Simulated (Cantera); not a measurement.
# Equilibrium for nitride etching: AlN + O₂ + H₂

A closed system holds: 1 mol AlN, 0.27 mol O₂, 2 mol H₂, at 1050 °C and 10.0 mbar.

Cantera equilibrium calculation (NASA polynomials, part measured and part estimated; ideal gas, pure solids and liquids). Candidate condensed phases: Al, AlN, Al₂O₃, H₂O; 35 gas species. Mutual solubility and eutectic melting of coexisting phases are not modelled. Rates play no part.

* **x(H₂)**: 0.917
* **x(N₂)**: 0.0826
* **x(H)**: 1.52e-5
* **n(AlN(s))**: 0.640 mol
* **n(Al₂O₃(s))**: 0.180 mol
* **gas amount**: 2.180 mol
* **log10 activity of Al(l) (absent)**: -5.32
